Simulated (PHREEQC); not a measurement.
PHREEQC input (ion-association model, wateq4f.dat):

```
SOLUTION_MASTER_SPECIES
  An  An-  0  An  62.0  # stands for a non-complexing anion
SOLUTION_SPECIES
  An- = An-
    -log_k 0
    -gamma 3.0 0
PHASES
  Fix_H+
    H+ = H+
    -log_k 0
SOLUTION 1
  temp 25
  units mmol/kgw
  pH 7 charge
  S(6) 2.5
  Ag 3.6
  Na 11.4
  Cl 4.6
  Ni 2.3
  An 10
END
SELECTED_OUTPUT 1
  -reset false
  -pH true
  -pe true
  -ionic_strength true
  -water true
  -totals Ag Cl Na Ni S S(-2) S(6)
  -molalities Hfo_wOH Hfo_wOH2+ Hfo_wO- Hfo_sOH Hfo_sOH2+ Hfo_sO- Hfo_wSO4- Hfo_wOHSO4-2 Hfo_sOAg Hfo_wOAg
    Hfo_sONi+ Hfo_wONi+
  -saturation_indices Ni(OH)2 Ni4(OH)6SO4 Cerargyrite Ag2O Ag2SO4 Halite Mirabilite Morenosite
USER_PUNCH 1
  -headings sigma psi
  10 PUNCH EDL("sigma", "Hfo"), EDL("psi", "Hfo")
PRINT
  -reset false
USE solution 1
SURFACE 1
  Hfo_wOH 0.00516854 600 2.3
  Hfo_sOH 0.000129213
EQUILIBRIUM_PHASES 1
  Fix_H+ -3 HAn 10
    -force_equality true
  O2(g) -0.68 10
END
# ... the last block is repeated for the other 16 points of pH, with NaOH or the acid as the point needs
```

Selected output (columns that matter, 14 of 17 rows; pH added in front):

```
pH	mu	Ag	Cl	Na	Ni	S	si_Ni(OH)2	si_Ni4(OH)6SO4	si_Cerargyrite	si_Ag2O	si_Halite	si_Mirabilite	si_Morenosite	sigma
3	0.020918	0.0035999	0.0045998	0.0114	0.0022999	0.00025979	-7.6905	-29.484	3.8325	-12.71	-6.4384	-6.8187	-4.4543	0.05593
3.5	0.020134	0.0035998	0.0045998	0.0114	0.0022997	0.00026354	-6.6871	-26.446	3.8329	-11.71	-6.437	-6.7923	-4.4264	0.053962
4	0.019881	0.0035994	0.0045998	0.0114	0.0022979	0.00029432	-5.687	-23.392	3.833	-10.71	-6.4365	-6.7377	-4.3722	0.051395
5	0.019595	0.0035899	0.0045999	0.0114	0.0022263	0.00053932	-3.7052	-17.196	3.8319	-8.7159	-6.4348	-6.4689	-4.1218	0.040123
5.5	0.019415	0.0035874	0.0045999	0.0114	0.0021415	0.00080143	-2.7274	-14.109	3.8315	-7.7183	-6.434	-6.2935	-3.9685	0.032908
6	0.018686	0.003584	0.0046	0.0114	0.0018428	0.0011309	-1.7974	-11.229	3.8312	-6.7216	-6.4321	-6.1321	-3.8782	0.026306
6.5	0.016754	0.0035631	0.0046	0.0114	0.0011009	0.0014045	-1.0201	-8.9986	3.8299	-5.7333	-6.4255	-6.0067	-3.9799	0.021576
7.5	0.01722	0.0033654	0.0045998	0.014096	0.00019875	0.0017701	0.2221	-5.9111	3.8084	-3.8272	-6.3089	-5.7061	-4.6191	0.019685
8	0.018002	0.0031606	0.0045997	0.015035	9.0268e-05	0.0020237	0.8668	-4.276	3.7841	-2.9275	-6.2564	-5.5964	-4.918	0.019031
8.5	0.018838	0.0029496	0.0045996	0.015852	4.9346e-05	0.002276	1.5857	-2.353	3.7567	-2.0359	-6.2081	-5.5057	-5.1517	0.017919
9	0.019363	0.0027915	0.0045996	0.016363	3.4481e-05	0.0024216	2.3845	-0.1331	3.7344	-1.1207	-6.175	-5.4552	-5.3283	0.016471
10	0.01985	0.002556	0.0045996	0.016938	9.9841e-05	0.0024938	4.032	4.4676	3.6976	0.7445	-6.13	-5.416	-5.6702	0.01271
10.5	0.020437	0.0022286	0.0045996	0.017698	0.00029543	0.0024988	4.5154	5.3991	3.6385	1.5407	-6.0688	-5.3813	-6.1888	0.0072457
11	0.021961	0.0016668	0.0045996	0.019464	0.00063235	0.0024997	4.6651	4.9904	3.5079	2.1345	-5.9568	-5.31	-7.0469	-0.00095868
```

Along this series the solution becomes supersaturated in solids that the run did not let form, among them Ni(OH)2, Ni4(OH)6SO4, Cerargyrite, Ag2O. The oxide is taken as insoluble; below pH 4 it would dissolve.
